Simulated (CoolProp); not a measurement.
Computed with CoolProp (reference Helmholtz-energy equation of state, Thol 2019).

**Question.** Give the vapour pressure (MPa), vapour density (kg/m³), enthalpy of vaporisation (kJ/kg), liquid cp (kJ/(kg K)) of saturated decamethylcyclopentasiloxane (D5) at 457.1 K.

**Answer.** 
```
T (K)  p (MPa)  vapour density (kg/m³)  enthalpy of vaporisation (kJ/kg)  liquid cp (kJ/(kg K))
-----  -------  ----------------------  --------------------------------  ---------------------
457.1   0.0513                    5.30                               119                   1.95
```
